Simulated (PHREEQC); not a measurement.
Dissolve 0.054 mol NH3 and 2.9e-06 mol H4SiO4 per kg of water at 25 °C. Closed to the air; pH follows from the charge balance.

Equilibrium calculation in PHREEQC: ion-association model, phreeqc.dat.

Precipitation was switched off in this run.

Order these Si species by the share of Si that they hold, largest first: H3SiO4-, H4SiO4, H2SiO4-2.

H3SiO4- (93 %), H4SiO4 (6.3 %), H2SiO4-2 (0.67 %)

The pH is 10.98 and the ionic strength 0.00101 mol/kgw.
